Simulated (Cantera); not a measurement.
A freely propagating, adiabatic, planar premixed flame of H2 : O2 : N2 = 1 : 0.455 : 1.71 (molar parts), unburnt at 398 K and 1.00 bar; mixture-averaged transport, grid criteria slope 0.08 and curve 0.16, no radiation.

Detailed kinetics in Cantera: the H2/O2 subset of GRI-Mech 3.0, which has no nitrogen chemistry. Burning velocities carry a grid error of a few per cent, more on coarse grids.

Task: What does this change do: H2 1 to 1.3 parts?

Result: 
| quantity | before | after |
|---|---|---|
| laminar burning velocity | 397 cm/s | 461 cm/s |
| thermal thickness | 0.394 mm | 0.378 mm |
| peak x(OH) | 0.0155 | 0.0104 |
| peak x(H2O2) | 7.43e-5 | 7.09e-5 |
| peak x(H) | 0.0565 | 0.0761 |

Task: What does this change do: 0.3 parts H2O added?

Result: 
```csv
quantity,before,after
laminar burning velocity,397 cm/s,320 cm/s
thermal thickness,0.394 mm,0.356 mm
peak x(OH),0.0155,0.0126
peak x(H2O2),7.43e-5,8.07e-5
peak x(H),0.0565,0.0387
```
